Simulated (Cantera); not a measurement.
Charge: 1 mol Al2O3, 0.17 mol H2O, 2 mol O2, held at 1223 K and 15.0 Torr.

Cantera equilibrium calculation (NASA polynomials, part measured and part estimated; ideal gas, pure solids and liquids). Candidate condensed phases: Al, Al2O3, H2O; 19 gas species. Kinetics and transport are ignored.

Base state: O2 0.922, H2O 0.0783, OH 1.39e-5 (mole fractions); condensed: Al2O3(s).

**Question.** What changes in the equilibrium state with this change: temperature from 1223 K to 1700 K?

**Answer.** 
| species | before | after |
|---|---|---|
| O2 | 0.922 | 0.921 |
| H2O | 0.0783 | 0.0777 |
| OH | 1.39e-5 | 0.00123 |
| O | 2.74e-7 | 0.000303 |
| H2 | 1.17e-8 | 1.15e-5 |
| Al2O3(s), mol | 1.00 | 1.00 |
